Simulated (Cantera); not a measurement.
A Cantera script and what it prints.

```python
import numpy as np
import cantera as ct

gas_names = """
    C CN CO CO2 C2 CCN CNC C2N2 C2O C3 C3O2 C4 C4N2 C5 Fe FeC5O5 FeO N NCO NO NO2 NO3 N2 N2O O O2 O3
""".split()
cond_names = """
    C(gr) Fe(a) Fe(c) Fe(d) Fe(L) FeC5O5(L) FeO(s) FeO(L) Fe2O3(s) Fe3O4(s)
""".split()


# ... load() reads the species with a 1 bar reference pressure and builds the phases ...
atoms = {
    'Fe2O3': {'Fe': 2, 'O': 3},
    'C': {'C': 1},
    'N2': {'N': 2},
}
top_T = {'C(gr)': 4500, 'Fe2O3(s)': 1830, 'Fe3O4(s)': 1870}  # K; cautious upper limits of use, not melting points


# ... equilibrate(T, P, feed) seeds the gas with the atoms and calls Mixture.equilibrate('TP', solver="vcs", rtol=1e-11, max_steps=5000) ...
results = []
T = 1775  # K
P = 1000  # Pa
for m in [0.11, 0.17, 0.27, 0.41, 0.62, 0.96, 1.5, 2.2, 3.4, 5.2, 8, 12, 19]:
    feed = {'Fe2O3': 1, 'C': 0.34, 'N2': m}  # mol
    mix = equilibrate(T, P, feed)
    results.append((T, P, feed, dict(zip(mix.species_names, mix.species_moles))))

top = {s: max(r[3][s] / sum(r[3][g] for g in gas_names) for r in results) for s in gas_names}
cols = sorted((s for s in top if top[s] > 1e-06), key=lambda s: -top[s])[:6]
seen = [c for c in cond_names if any(r[3].get(c, 0) > 1e-12 for r in results)]
print("log10 of partial pressures in bar; condensed amounts in mol")
print(f"{'n(N2)':>10s}" + "".join(f"{s[:9]:>10s}" for s in cols + seen))
for T, P, feed, n in results:
    ng = sum(n[g] for g in gas_names)
    print(f"{feed['N2']:10.4g}" + "".join(f"{np.log10(max(n[s] / ng * P / 1e5, 1e-99)):10.3f}" for s in cols)
          + "".join(f"{n.get(c, 0):10.4g}" for c in seen))
```

Output:

```
log10 of partial pressures in bar; condensed amounts in mol
     n(N2)        N2       CO2        CO        O2        NO         O    FeO(L)  Fe3O4(s)
      0.11    -2.613    -2.137    -3.633    -4.609    -5.639    -6.323     1.015    0.3282
      0.17    -2.478    -2.191    -3.687    -4.609    -5.572    -6.323     1.016    0.3278
      0.27    -2.355    -2.269    -3.765    -4.609    -5.510    -6.323     1.018    0.3273
      0.41    -2.264    -2.358    -3.855    -4.609    -5.464    -6.323      1.02    0.3265
      0.62    -2.191    -2.466    -3.962    -4.609    -5.428    -6.323     1.024    0.3254
      0.96    -2.133    -2.597    -4.093    -4.609    -5.399    -6.323     1.029    0.3235
       1.5    -2.090    -2.748    -4.244    -4.609    -5.378    -6.323     1.038    0.3206
       2.2    -2.064    -2.888    -4.384    -4.609    -5.364    -6.323      1.05    0.3168
       3.4    -2.043    -3.056    -4.552    -4.609    -5.354    -6.323     1.069    0.3102
       5.2    -2.029    -3.227    -4.723    -4.609    -5.347    -6.323     1.099    0.3005
         8    -2.019    -3.405    -4.901    -4.609    -5.342    -6.323     1.144    0.2852
        12    -2.013    -3.575    -5.071    -4.609    -5.339    -6.323     1.209    0.2635
        19    -2.009    -3.770    -5.266    -4.609    -5.337    -6.323     1.324    0.2254
```

Equilibrium computed with Cantera from the NASA thermochemical tables; the gas is ideal and each condensed phase is pure. Mutual solubility and eutectic melting of coexisting phases are not modelled. The tables' stoichiometric FeO is somewhat more stable than real wüstite, so its field is too wide. FeO: taken at fixed stoichiometry.
